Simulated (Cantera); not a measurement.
A perfectly stirred reactor is fed with CH₄ : O₂ : N₂ = 1 : 3.7 : 13.9 (molar parts), equivalence ratio 0.54, at 4.54 atm; it is adiabatic with a 300 K inlet, and is followed from long to short residence time, starting on the burning branch (τ in s: 0.14, 0.047, 0.016, 0.0051, 0.0017, 0.00057, 0.00019, 6.2e-05, 2.1e-05, 6.9e-06).

Detailed kinetics in Cantera: GRI-Mech 3.0 (53 species, 325 reactions).

One state of this run: T (K) = 1551; x CH₄ = 7.46e-5; x O₂ = 0.0919; x O = 2.56e-5; x CO₂ = 0.0528; x H = 2.96e-6; x OH = 0.000277; x CH₂O = 6.72e-6. x: mole fraction; the columns are a selection and need not sum to one.

**Question.** Which value of τ (s) does it belong to?
A. 6.9e-6
B. 0.14
C. 0.00057
D. 0.016

**Answer.** D, 0.016
